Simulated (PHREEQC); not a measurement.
Sulfide liquor

Dissolve 0.11 mol/kgw NaHS, 0.091 mol/kgw NaHCO3 and 0.022 mol/kgw FeCl2 at 15 °C. Closed to the air; pH follows from the charge balance.

Equilibrium calculation in PHREEQC: ion-association model, wateq4f.dat.

Each row changes one thing in this solution. Precipitation was switched off in this run.

```
case                                         pH  ionic strength (mol/kgw)  HS- (mol/kgw)  Fe(HS)3- (mol/kgw)  Fe(HS)2 (mol/kgw)  H2S (mol/kgw)  SI of Siderite (FeCO3)  SI of Nahcolite (NaHCO3)
-----------------------------------  ----------  ------------------------  -------------  ------------------  -----------------  -------------  ----------------------  ------------------------
as made                                    8.32                     0.197         0.0459              0.0183            0.00369        0.00182                   -0.88                     -1.40
0.02 mol/kgw CsF added               (withheld)                     0.216         0.0459              0.0183            0.00370        0.00181                   -0.88                     -1.41
temperature from 15 to 40 °C               7.94                     0.195         0.0456              0.0183            0.00371        0.00208              (withheld)                     -1.64
NaHCO3 from 0.091 to 0.0819 mol/kgw        8.34                     0.188         0.0459              0.0183            0.00369        0.00174              (withheld)                (withheld)
temperature from 15 to 55 °C               7.76                     0.194         0.0454              0.0183            0.00373        0.00233              (withheld)                     -1.78
FeCl2 from 0.022 to 0.0044 mol/kgw         8.44                     0.197         0.0944             0.00401           0.000393        0.00282                   -2.36                     -1.40
```

### Question
Complete the blanks.

### Answer

- 0.02 mol/kgw CsF added, pH: 8.31
- temperature from 15 to 40 °C, SI of Siderite (FeCO3): -0.89
- NaHCO3 from 0.091 to 0.0819 mol/kgw, SI of Siderite (FeCO3): -0.91
- NaHCO3 from 0.091 to 0.0819 mol/kgw, SI of Nahcolite (NaHCO3): -1.46
- temperature from 15 to 55 °C, SI of Siderite (FeCO3): -0.92

Constants without temperature data keep their 25 °C values here. Fluoro complexes past AlF4- and FeF3 are missing from the database. The polysulfide entries of wateq4f.dat were taken out for this run.
